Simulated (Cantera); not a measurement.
Standard-state values (1 bar) from the NASA 1993 polynomials, evaluated with Cantera. Values are per mole of reaction as written; species without (g) are pure solids or liquids, kept so even where they would boil at 1 bar.

**Question.** Between 675 and 1025 K, where is each reaction favourable under standard conditions?
- 2 Si + O2(g) ⇌ 2 SiO(g)
- C + O2(g) ⇌ CO2(g)
- 2 H2(g) + O2(g) ⇌ 2 H2O(g)

**Answer.** 
- 2 Si + O2(g) ⇌ 2 SiO(g): ΔG° is -321 kJ at 675 K and -379 kJ at 1025 K; it stays negative (K > 1). ΔH° is -211 kJ and ΔS° 163 J/K at 1025 K.
- C + O2(g) ⇌ CO2(g): ΔG° is -395 kJ at 675 K and -396 kJ at 1025 K; it stays negative (K > 1). ΔH° is -395 kJ and ΔS° 1 J/K at 1025 K.
- 2 H2(g) + O2(g) ⇌ 2 H2O(g): ΔG° is -420 kJ at 675 K and -382 kJ at 1025 K; it stays negative (K > 1). ΔH° is -496 kJ and ΔS° -111 J/K at 1025 K.
